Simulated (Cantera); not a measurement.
Charge: 1 mol B2H6, 0.98 mol H2O, 0.26 mol H2, equilibrated at 76.0 mbar.

Cantera equilibrium calculation (NASA polynomials, part measured and part estimated; ideal gas, pure solids and liquids). Candidate condensed phases: B, B2O3, B3O3H3, H2O; 23 gas species. The feed counts by its element totals alone. Mutual solubility and eutectic melting of coexisting phases are not modelled. Kinetics and transport are ignored.

### Question
What share of the B ends up in condensed phases as a function of T (K), at 848, 948, 1048, 1148, 1248, 1348, 1448, 1548, 1648, 1748, 1848, 1948?

### Answer
```csv
T (K),B condensed (%),as
848,99.2,B(s) + B2O3(l)
948,99.0,B(s) + B2O3(l)
1048,98.9,B(s) + B2O3(l)
1148,98.8,B(s) + B2O3(l)
1248,98.7,B(s) + B2O3(l)
1348,98.3,B(s) + B2O3(l)
1448,97.0,B(s) + B2O3(l)
1548,92.5,B(s) + B2O3(l)
1648,77.5,B(s) + B2O3(l)
1748,53.9,B(s)
1848,52.8,B(s)
1948,52.0,B(s)
```
